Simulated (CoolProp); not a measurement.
Vapour-liquid equilibrium of methanol (1) + dimethyl carbonate (2) at 1.22 bar; x and y are mole fractions of (1).

The numbers come from the multi-fluid Helmholtz-energy mixture model, de Reuck 1993 and Zhou 2011; pair parameters Bell 2016 in CoolProp.

Question: Give the bubble temperature and the first vapour's composition at x = 0.05, 0.65, 0.95. Is there an azeotrope?

Answer: x = 0.05: 88.9 °C, y = 0.225; x = 0.65: 69.4 °C, y = 0.761; x = 0.95: 68.8 °C, y = 0.938. y crosses x between x = 0.8 and 0.95: the model has an azeotrope there.

Pair parameters are fitted to limited data, so mixtures are less certain than the pure fluids.
